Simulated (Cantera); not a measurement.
## Equilibrium for silicon epitaxy and polysilicon growth: Si₂H₆ + HCl + N₂

Feed: 1 mol Si₂H₆, 0.047 mol HCl, a varied amount of N₂, equilibrated at 1100 K and 1 atm.

Method: chemical equilibrium by Gibbs-energy minimisation in Cantera with the NASA 1993 tables (ideal gas, pure condensed phases). Candidate condensed phases: NH₄Cl, Si, Si₃N₄; 28 gas species. The feed counts by its element totals alone. N₂ is the only nitrogen source here; it is nearly inert below about 1500 K, so the nitride shown seldom forms there in practice. Kinetics and transport are ignored.

```csv
n(N₂) (mol),x N₂,x H₂,x HCl,x NH₃,x H,x SiCl₄,n Si₃N₄(s)
4.4,0.502,0.491,0.00769,7.84e-5,1.80e-8,4.85e-9,0.667
7.1,0.654,0.340,0.00533,5.17e-5,1.50e-8,1.95e-9,0.667
11,0.760,0.236,0.00370,3.22e-5,1.25e-8,8.49e-10,0.667
18,0.845,0.152,0.00238,1.76e-5,1.00e-8,3.29e-10,0.667
28,0.897,0.101,0.00158,9.78e-6,8.16e-9,1.39e-10,0.667
45,0.935,0.0642,0.00101,5.07e-6,6.51e-9,5.48e-11,0.667
72,0.959,0.0407,0.000638,2.59e-6,5.18e-9,2.16e-11,0.667
110,0.973,0.0269,0.000421,1.40e-6,4.21e-9,9.33e-12,0.667
```
x: gas mole fraction; n: condensed amount in mol.

From 4.4 mol N₂ to 110 mol N₂ the condensed part is Si₃N₄(s).
